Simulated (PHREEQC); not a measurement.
Dissolve 0.0044 mol/kgw HBr and 0.056 mol/kgw MgCl2 at 25 °C. Closed to the air; pH follows from the charge balance.

Model: ion-association model, wateq4f.dat, run in PHREEQC.

No solid was allowed to form.

Predict the pH.

pH 2.45.
